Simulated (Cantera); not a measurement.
Feed: 1 mol B, 7.4 mol O₂, 2 mol N₂, held at 1398 K and 293 Torr.

These are equilibrium values from Cantera (NASA tables, ideal gas, pure condensed phases), not measurements of a reactor. Candidate condensed phases: B, BN, B₂O₃; 17 gas species. Equilibrium is a limit: real reactors are often held back by kinetics, nucleation or transport.

Base state: O₂ 0.768, N₂ 0.231, NO 0.000742 (mole fractions); condensed: B₂O₃(l).

Q: What changes in the equilibrium state with this change: temperature from 1398 K to 1648 K?

A: 
```
species         before     after
------------  --------  --------
O₂               0.768     0.767
N₂               0.231     0.230
NO            0.000742   0.00244
B₂O₃           5.88e-6  0.000863
BO₂            3.05e-6  0.000217
O              1.29e-6   3.55e-5
NO₂            6.65e-6   1.04e-5
B₂O₃(l), mol     0.500     0.492
```
